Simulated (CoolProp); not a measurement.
Properties of sulfur hexafluoride along the isobar 86.1 bar (Tc = 318.7 K, pc = 37.55 bar, ω = 0.210).

Model: reference Helmholtz-energy equation of state, Guder 2009, in CoolProp.

| T (K) | phase | cv (kJ/(kg K)) | speed of sound (m/s) |
|---|---|---|---|
| 304.6 | liquid | 0.6701 | 295.3 |
| 332.1 | supercritical | 0.7150 | 202.6 |
| 359.6 | supercritical | 0.7557 | 137.4 |
| 387.2 | supercritical | 0.7743 | 127.6 |
| 414.7 | supercritical | [?] | 137.0 |
| 442.3 | supercritical | [?] | [?] |
| 469.8 | supercritical | 0.8213 | 157.6 |
| 497.4 | supercritical | 0.8371 | 166.4 |
| 524.9 | supercritical | 0.8517 | 174.4 |
| 552.5 | supercritical | 0.8649 | [?] |
| 580 | supercritical | 0.8769 | 188.4 |
| 607.6 | supercritical | [?] | 194.6 |

**Question.** Complete the blanks.

**Answer.** 
- 414.7, cv (kJ/(kg K)): 0.7884
- 442.3, cv (kJ/(kg K)): 0.8047
- 442.3, speed of sound (m/s): 147.8
- 552.5, speed of sound (m/s): 181.7
- 607.6, cv (kJ/(kg K)): 0.8878
